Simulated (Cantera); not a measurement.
Cantera run:

```python
import numpy as np
import cantera as ct

gas_names = [...]  # 49 gases of nasa_gas.yaml made of Cl, F, H, N, Si
cond_names = """
    NH4CL(a) NH4CL(b) Si(cr) Si(L) Si3N4(a)
""".split()


# ... load() reads the species with a 1 bar reference pressure and builds the phases ...
atoms = {
    'Si': {'Si': 1},
    'HF': {'H': 1, 'F': 1},
    'N2': {'N': 2},
    'Cl2': {'CL': 2},
}
top_T = {'Si3N4(a)': 2400}  # K; cautious upper limits of use, not melting points


# ... equilibrate(T, P, feed) seeds the gas with the atoms and calls Mixture.equilibrate('TP', solver="vcs", rtol=1e-11, max_steps=5000) ...
results = []
feed = {'Si': 1, 'HF': 1.2, 'N2': 18, 'Cl2': 5.4}  # mol
T = 1025  # K
P = 1333.22  # Pa
mix = equilibrate(T, P, feed)
results.append((T, P, feed, dict(zip(mix.species_names, mix.species_moles))))
x = sorted(zip(gas.X, gas.species_names), reverse=True)
print(f"T = {T:g} K  P = {P:g} Pa  gas = {mix.phase_moles(0):.4g} mol")
print("   x: " + "  ".join(f"{s} {v:.3e}" for v, s in x if v > 1e-05))
print("   condensed (mol): " + ("  ".join(f"{mix.phase(i).name} {mix.phase_moles(i):.4g}"
      for i in range(1, mix.n_phases) if mix.phase_moles(i) > 1e-12) or "none"))
```

It prints:

```
T = 1025 K  P = 1333.22 Pa  gas = 23.62 mol
   x: N2 7.620e-01  CL2 1.430e-01  HCL 5.075e-02  SiCL4 2.965e-02  SiF4 1.269e-02  CL 1.832e-03  HF 4.842e-05
   condensed (mol): none
```

Method: chemical equilibrium by Gibbs-energy minimisation in Cantera with the NASA 1993 tables (ideal gas, pure condensed phases).
